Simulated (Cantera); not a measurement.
**MgO + SO2 + O2 (roasting and sulfation)**

A closed system holds: 1 mol MgO, 0.26 mol SO2, 5.6 mol O2, held at 15.0 bar.

Cantera equilibrium calculation (NASA polynomials, part measured and part estimated; ideal gas, pure solids and liquids). Candidate condensed phases: Mg, MgO, MgS, MgSO4, S; 14 gas species. Mutual solubility and eutectic melting of coexisting phases are not modelled. Equilibrium is a limit: real reactors are often held back by kinetics, nucleation or transport.

From 923 K to 1323 K the condensed part is MgO(s) + MgSO4(s). At 1423 K the condensed part is MgO(s) + MgSO4(l). From 1523 K to 1823 K the condensed part is MgO(s).

| T (K) | x O2 | x SO2 | x SO3 | x O | x SO | x O3 | n MgO(s) | n MgSO4(s) | n MgSO4(l) |
|---|---|---|---|---|---|---|---|---|---|
| 923 | 1.00 | 1.11e-9 | 2.08e-8 | 3.22e-12 | <1e-12 | 9.15e-12 | 0.740 | 0.260 | 0 |
| 1023 | 1.000 | 1.34e-7 | 7.19e-7 | 8.04e-11 | <1e-12 | 5.64e-11 | 0.740 | 0.260 | 0 |
| 1123 | 1.000 | 6.65e-6 | 1.29e-5 | 1.14e-9 | <1e-12 | 2.53e-10 | 0.740 | 0.260 | 0 |
| 1223 | 1.000 | 0.000169 | 0.000141 | 1.04e-8 | <1e-12 | 8.86e-10 | 0.742 | 0.258 | 0 |
| 1323 | 0.996 | 0.00258 | 0.00104 | 6.86e-8 | 9.18e-12 | 2.57e-9 | 0.760 | 0.240 | 0 |
| 1423 | 0.968 | 0.0259 | 0.00559 | 3.42e-7 | 6.44e-10 | 6.17e-9 | 0.920 | 0 | 0.0796 |
| 1523 | 0.956 | 0.0395 | 0.00498 | 1.39e-6 | 5.28e-9 | 1.35e-8 | 1.00 | 0 | 0 |
| 1623 | 0.956 | 0.0412 | 0.00327 | 4.80e-6 | 2.39e-8 | 2.72e-8 | 1.00 | 0 | 0 |
| 1723 | 0.956 | 0.0422 | 0.00223 | 1.44e-5 | 8.97e-8 | 5.08e-8 | 1.00 | 0 | 0 |
| 1823 | 0.956 | 0.0428 | 0.00157 | 3.81e-5 | 2.89e-7 | 8.89e-8 | 1.00 | 0 | 0 |
x: gas mole fraction; n: condensed amount in mol.
